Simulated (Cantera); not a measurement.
Charge: 1 mol CCl4, 0.086 mol CH4, 5.3 mol H2, equilibrated at 0.750 bar.

Method: chemical equilibrium by Gibbs-energy minimisation in Cantera with the NASA 1993 tables (ideal gas, pure condensed phases). Candidate condensed phases: C, C6H6, C7H8, C8H18; 91 gas species. The numbers say what is thermodynamically allowed, not how fast it happens.

Task: At 1823 K, list the 6 most abundant gas species with their mole fractions, and the condensed phases.

Result: HCl 0.535, H2 0.464, H 0.000341, Cl 0.000300, CH4 0.000115, C2H2 (acetylene) 9.81e-5. Condensed: C(graphite).
